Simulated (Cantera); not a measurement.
Input: 1 mol (CH3)2SiCl2, 0.45 mol HCl, 49 mol H2, held at 1.00 bar.

These are equilibrium values from Cantera (NASA tables, ideal gas, pure condensed phases), not measurements of a reactor. Candidate condensed phases: C, C6H6, C7H8, C8H18, Si, SiC; 109 gas species. The feed counts by its element totals alone. Gases not in the tables: Si2H6 and higher silanes. The numbers say what is thermodynamically allowed, not how fast it happens.

**Question.** What share of the Si ends up in condensed phases as a function of T (°C), at 850, 1000, 1150, 1300, 1450, 1600, 1750, 1900, 2050, 2200, 2350?

**Answer.** 
```tsv
T (°C)	Si condensed (%)	as
850	95.4	SiC(s)
1000	99.4	SiC(s)
1150	99.7	SiC(s)
1300	99.6	SiC(s)
1450	99.3	SiC(s)
1600	98.9	SiC(s)
1750	98.3	SiC(s)
1900	97.3	SiC(s)
2050	94.8	SiC(s)
2200	85.9	SiC(s)
2350	46.4	SiC(s)
```
